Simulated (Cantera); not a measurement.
Input: 1 mol toluene, 0.015 mol NH₃, at 2602 °C and 1.60 mbar.

Equilibrium computed with Cantera from the NASA thermochemical tables; the gas is ideal and each condensed phase is pure. Candidate condensed phases: C, C₆H₆, C₇H₈, C₈H₁₈; 92 gas species. Kinetics and transport are ignored.

Base state: H 0.828, H₂ 0.0980, C₃ 0.0484, C 0.00915, C₂H 0.00502, C₂ 0.00480, C₂H₂ (acetylene) 0.00417, HCN 0.000758 (mole fractions); condensed: C(graphite).

Problem. What changes in the equilibrium state with this change: temperature from 2602 °C to 2175 °C?

Solution. 
```
species             before     after
----------------  --------  --------
H₂                  0.0980     0.605
H                    0.828     0.387
C₂H₂ (acetylene)   0.00417   0.00523
C₃                  0.0484  0.000136
C₅                0.000597   3.22e-7
C₄                0.000113   6.83e-8
C₂                 0.00480   1.24e-5
C                  0.00915   5.02e-5
CH                 6.38e-5   2.15e-6
C(graphite), mol      5.55      6.94
```

Problem. What changes in the equilibrium state with this change: pressure from 1.60 mbar to 0.710 bar?

Solution. 
```csv
species,before,after
H₂,0.0980,0.844
H,0.828,0.115
C₂H₂ (acetylene),0.00417,0.0359
C₃,0.0484,0.000109
CH₄,1.38e-9,4.53e-5
CH₃,1.90e-7,0.000101
C₃H₃ (propargyl),1.98e-8,1.06e-5
"C(graphite), mol",5.55,6.66
```
